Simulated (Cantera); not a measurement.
**Adiabatic ignition**

An adiabatic, constant-volume homogeneous reactor starts with 10.3 % CO, 0.319 % H2, 5.24 % CH4, 17.6 % O2, 66.6 % N2, equivalence ratio 0.90, at 1475 K and 1600000 Pa.

Detailed kinetics in Cantera: GRI-Mech 3.0 (53 species, 325 reactions). The pressure lies above the range GRI-Mech 3.0 was tuned for (to about 10 atm). Above 3000 K some thermodynamic fits are extrapolated.

```tsv
t (s)	T (K)	P (bar)	x CO	x H2	x CH4	x CH2	x HCN
5.00e-6	1475	16.0	0.103	0.00319	0.0524	1.53e-11	<1e-12
1.01e-5	1475	16.0	0.103	0.00318	0.0524	9.17e-11	<1e-12
2.06e-5	1476	16.0	0.103	0.00318	0.0522	5.14e-10	<1e-12
4.17e-5	1482	16.1	0.103	0.00319	0.0515	1.45e-9	<1e-12
8.47e-5	1518	16.5	0.102	0.00359	0.0479	1.07e-8	1.06e-12
0.000172	3083	32.8	0.0484	0.00555	<1e-12	<1e-12	1.09e-8
0.000349	3079	32.8	0.0485	0.00557	<1e-12	<1e-12	1.17e-8
0.000707	3079	32.8	0.0485	0.00557	<1e-12	<1e-12	1.17e-8
0.00143	3079	32.8	0.0485	0.00557	<1e-12	<1e-12	1.17e-8
0.00291	3079	32.8	0.0485	0.00557	<1e-12	<1e-12	1.17e-8
0.00590	3079	32.8	0.0485	0.00557	<1e-12	<1e-12	1.17e-8
0.0120	3079	32.8	0.0485	0.00557	<1e-12	<1e-12	1.17e-8
0.0243	3079	32.8	0.0485	0.00557	<1e-12	<1e-12	1.17e-8
0.0493	3079	32.8	0.0485	0.00557	<1e-12	<1e-12	1.17e-8
0.100	3079	32.8	0.0485	0.00557	<1e-12	<1e-12	1.17e-8
```
x: mole fraction; the columns are a selection and need not sum to one.

The time of steepest temperature rise is 0.111 ms. The temperature at 0.100 s is 3079 K and the equilibrium temperature is 3079 K. The x(CO) at 0.100 s is 0.0485 (gas-phase equilibrium 0.0485). The x(H2) at 0.100 s is 0.00557 (gas-phase equilibrium 0.00557). The x(CH4) at 0.100 s is <1e-12 (gas-phase equilibrium <1e-12).
